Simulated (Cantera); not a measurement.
Feed: 1 mol SiC, 0.17 mol N2O, 6.4 mol H2, at 13.3 mbar.

These are equilibrium values from Cantera (NASA tables, ideal gas, pure condensed phases), not measurements of a reactor. Candidate condensed phases: C, C6H6, C7H8, C8H18, H2O, Si, SiC, SiO2, Si2N2O, Si3N4; 151 gas species. Mutual solubility and eutectic melting of coexisting phases are not modelled. Gases not in the tables: Si2H6 and higher silanes. Equilibrium is a limit: real reactors are often held back by kinetics, nucleation or transport.

### Question
Which condensed phases are stable at each of these points (T (K)): 1500, 1575, 1650, 1725, 1800, 1875, 1950, 2025, 2100, 2175?

### Answer
```csv
T (K),condensed phases,Si condensed (%)
1500,SiC(s) + Si2N2O(s),99.7
1575,SiC(s) + Si2N2O(s),97.8
1650,SiC(s),91.5
1725,SiC(s),91.5
1800,SiC(s),91.4
1875,SiC(s),91.3
1950,SiC(s),91.1
2025,SiC(s),90.4
2100,SiC(s),88.9
2175,SiC(s),86.3
```

From 1500 K to 1575 K the condensed part is SiC(s) + Si2N2O(s). From 1650 K to 2175 K the condensed part is SiC(s).
